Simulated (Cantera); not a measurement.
An adiabatic, constant-pressure homogeneous reactor starts with H2 : O2 : N2 = 1 : 0.926 : 3.48 (molar parts), equivalence ratio 0.54, at 1200 K and 22.0 bar. Integrator tolerance rtol = 1e-08.

Detailed kinetics in Cantera: the H2/O2 subset of GRI-Mech 3.0, which has no nitrogen chemistry. The hydrogen kinetics of GRI-Mech 3.0 are dated; newer H2 mechanisms differ, most at raised pressure. The pressure lies above the range GRI-Mech 3.0 was tuned for (to about 10 atm).

### Question
What does this change do: H2 1 to 1.4 parts?

### Answer
```
quantity                                                              before                                    after
---------------------------------  -----------------------------------------  ---------------------------------------
time of steepest temperature rise                                   0.150 ms                                 0.129 ms
temperature at 0.900 s                                                2473 K                                   2781 K
equilibrium temperature                                               2473 K                                   2781 K
x(H2) at 0.900 s                   0.000764 (gas-phase equilibrium 0.000764)  0.00546 (gas-phase equilibrium 0.00546)
x(O2) at 0.900 s                       0.0849 (gas-phase equilibrium 0.0849)    0.0418 (gas-phase equilibrium 0.0418)
x(OH) at 0.900 s                     0.00691 (gas-phase equilibrium 0.00691)    0.0158 (gas-phase equilibrium 0.0158)
x(H) at 0.900 s                    0.000132 (gas-phase equilibrium 0.000132)  0.00121 (gas-phase equilibrium 0.00121)
x(H2O2) at 0.900 s                   1.81e-6 (gas-phase equilibrium 1.81e-6)  3.00e-6 (gas-phase equilibrium 3.00e-6)
x(H2O) at 0.900 s                        0.199 (gas-phase equilibrium 0.199)      0.258 (gas-phase equilibrium 0.258)
```
